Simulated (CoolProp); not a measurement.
Vapour-liquid equilibrium of n-octane (1) + n-dodecane (2) at 131.55 °C; x and y are mole fractions of (1).

Computed with CoolProp (multi-fluid Helmholtz-energy mixture model, Beckmüller 2019 and Lemmon 2004; pair parameters Bell 2016).

```json
[
 {"x": "0.05", "bubble pressure, mixture model (MPa)": "0.01257", "bubble pressure, Raoult's law (MPa)": "0.01336", "y, mixture model": "0.407", "y, Raoult's law": "0.446"},
 {"x": "0.125", "bubble pressure, mixture model (MPa)": "0.01994", "bubble pressure, Raoult's law (MPa)": "0.02170", "y, mixture model": "0.653", "y, Raoult's law": "0.686"},
 {"x": "0.2", "bubble pressure, mixture model (MPa)": "0.02755", "bubble pressure, Raoult's law (MPa)": "0.03005", "y, mixture model": "0.769", "y, Raoult's law": "0.792"},
 {"x": "0.275", "bubble pressure, mixture model (MPa)": "0.03539", "bubble pressure, Raoult's law (MPa)": "0.03839", "y, mixture model": "0.836", "y, Raoult's law": "0.853"},
 {"x": "0.35", "bubble pressure, mixture model (MPa)": "0.04346", "bubble pressure, Raoult's law (MPa)": "0.04673", "y, mixture model": "0.880", "y, Raoult's law": "0.892"},
 {"x": "0.425", "bubble pressure, mixture model (MPa)": "0.05174", "bubble pressure, Raoult's law (MPa)": "0.05508", "y, mixture model": "0.910", "y, Raoult's law": "0.919"},
 {"x": "0.5", "bubble pressure, mixture model (MPa)": "0.06020", "bubble pressure, Raoult's law (MPa)": "0.06342", "y, mixture model": "0.933", "y, Raoult's law": "0.939"},
 {"x": "0.575", "bubble pressure, mixture model (MPa)": "0.06880", "bubble pressure, Raoult's law (MPa)": "0.07176", "y, mixture model": "0.950", "y, Raoult's law": "0.954"},
 {"x": "0.65", "bubble pressure, mixture model (MPa)": "0.07753", "bubble pressure, Raoult's law (MPa)": "0.08011", "y, mixture model": "0.963", "y, Raoult's law": "0.966"},
 {"x": "0.725", "bubble pressure, mixture model (MPa)": "0.08636", "bubble pressure, Raoult's law (MPa)": "0.08845", "y, mixture model": "0.974", "y, Raoult's law": "0.976"},
 {"x": "0.8", "bubble pressure, mixture model (MPa)": "0.09524", "bubble pressure, Raoult's law (MPa)": "0.09679", "y, mixture model": "0.983", "y, Raoult's law": "0.984"},
 {"x": "0.875", "bubble pressure, mixture model (MPa)": "0.1042", "bubble pressure, Raoult's law (MPa)": "0.1051", "y, mixture model": "0.990", "y, Raoult's law": "0.991"},
 {"x": "0.95", "bubble pressure, mixture model (MPa)": "0.1131", "bubble pressure, Raoult's law (MPa)": "0.1135", "y, mixture model": "0.996", "y, Raoult's law": "0.997"}
]
```

The largest gap from Raoult's law is -8.3 % in bubble pressure, at x = 0.2. No azeotrope shows between x = 0.05 and 0.95.

The pair parameters rest on a limited set of measurements; away from them the model extrapolates.
